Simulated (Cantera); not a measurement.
Cantera run, input and output.

```python
import numpy as np
import cantera as ct

gas = ct.Solution("gri30.yaml")
gas.TPX = 1550, 100000, {'H2': 1, 'O2': 0.61, 'N2': 4.82, 'H2O': 0.23}
reactor = ct.IdealGasReactor(gas, energy="on", clone=False)
net = ct.ReactorNet([reactor])
net.rtol, net.atol = 1e-08, 1e-16
show = ['H2', 'O2', 'H2O', 'HO2', 'N2O', 'NO']
times = np.geomspace(2e-06, 4, 11)

steps = ct.SolutionArray(gas, extra=["t"])
rows = []
print(f"{'t/s':>10s}{'T/K':>9s}{'P/Pa':>11s}" + "".join(f"{s:>11s}" for s in show))
for t in times:
    while net.time < t:
        t_next = net.step()
        steps.append(gas.state, t=t_next)
    rows.append([np.interp(t, steps.t, y) for y in (steps.T, steps.P, *steps(*show).X.T)])
    print(f"{t:10.3e}{rows[-1][0]:9.1f}{rows[-1][1]:11.4g}" + "".join(f"{x:11.3e}" for x in rows[-1][2:]))
rate = np.gradient(steps.T, steps.t)
print("integrator steps:", len(steps.t))
if steps.T.max() > steps.T[0] + 200:
    print(f"time of steepest temperature rise: {steps.t[rate.argmax()]:.4e} s")
gas.TPX = 1550, 100000, {'H2': 1, 'O2': 0.61, 'N2': 4.82, 'H2O': 0.23}
gas.equilibrate("UV")
print(f"equilibrium (UV): T = {gas.T:.1f} K  " + "  ".join(f"{s} {gas[s].X[0]:.3e}" for s in show))
```

It prints:

```
       t/s      T/K       P/Pa         H2         O2        H2O        HO2        N2O         NO
 2.000e-06   1550.0      1e+05  1.501e-01  9.159e-02  3.453e-02  3.210e-07  3.750e-13  1.127e-15
 8.534e-06   1550.1      1e+05  1.500e-01  9.154e-02  3.461e-02  3.338e-06  2.956e-11  7.005e-13
 3.641e-05   1959.9  1.236e+05  2.924e-02  2.944e-02  1.334e-01  1.143e-05  1.048e-07  2.394e-05
 1.554e-04   2499.4  1.522e+05  1.614e-02  2.091e-02  1.678e-01  4.677e-06  2.799e-07  1.936e-04
 6.629e-04   2614.7   1.58e+05  1.063e-02  1.855e-02  1.782e-01  4.609e-06  4.713e-07  1.127e-03
 2.828e-03   2609.1  1.576e+05  1.075e-02  1.728e-02  1.784e-01  4.312e-06  4.804e-07  4.131e-03
 1.207e-02   2603.1  1.572e+05  1.090e-02  1.596e-02  1.785e-01  4.002e-06  5.120e-07  7.304e-03
 5.149e-02   2602.8  1.572e+05  1.091e-02  1.589e-02  1.785e-01  3.987e-06  5.141e-07  7.458e-03
 2.197e-01   2602.8  1.572e+05  1.091e-02  1.589e-02  1.785e-01  3.987e-06  5.141e-07  7.458e-03
 9.375e-01   2602.8  1.572e+05  1.091e-02  1.589e-02  1.785e-01  3.987e-06  5.141e-07  7.458e-03
 4.000e+00   2602.8  1.572e+05  1.091e-02  1.589e-02  1.785e-01  3.987e-06  5.141e-07  7.458e-03
integrator steps: 1268
time of steepest temperature rise: 1.9533e-05 s
equilibrium (UV): T = 2602.8 K  H2 1.091e-02  O2 1.589e-02  H2O 1.785e-01  HO2 3.987e-06  N2O 5.141e-07  NO 7.458e-03
```

Computed with Cantera and GRI-Mech 3.0 (53 species, 325 reactions).
